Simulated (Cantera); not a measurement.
Feed: 1 mol Fe, 0.41 mol H₂O, 0.027 mol Cl₂, held at 0.510 bar.

These are equilibrium values from Cantera (NASA tables, ideal gas, pure condensed phases), not measurements of a reactor. Candidate condensed phases: Fe, FeCl₂, FeCl₃, FeO, Fe(OH)₂, Fe(OH)₃, Fe₂O₃, Fe₃O₄, H₂O; 22 gas species. Mutual solubility and eutectic melting of coexisting phases are not modelled. The tables' stoichiometric FeO is somewhat more stable than real wüstite, so its field is too wide. FeO: taken at fixed stoichiometry. Kinetics and transport are ignored. All values below are at 1327 °C.

Base state: H₂ 0.610, H₂O 0.280, HCl 0.0965, FeCl₂ 0.0135, H 5.95e-5, Fe(OH)₂ 1.06e-5 (mole fractions); condensed: Fe(γ) + FeO(s).

Problem. What changes in the equilibrium state with this change: Fe replaced by MgO?

Solution. 
```
species       before     after
-----------  -------  --------
H₂O            0.280     0.850
HCl           0.0965     0.118
O₂             <1e-9    0.0296
H₂             0.610   4.59e-5
FeCl₂         0.0135         0
MgCl₂              0  0.000185
Cl₂          2.34e-9   4.67e-5
Fe(OH)₂      1.06e-5         0
OH           1.07e-6  0.000374
Cl           7.44e-6   0.00105
H            5.95e-5   5.16e-7
Fe(γ), mol     0.706         0
FeO(s), mol    0.288         0
MgO(s), mol        0     1.000
```
Further candidate phases: Mg, MgCl₂, MgO, Mg(OH)₂.
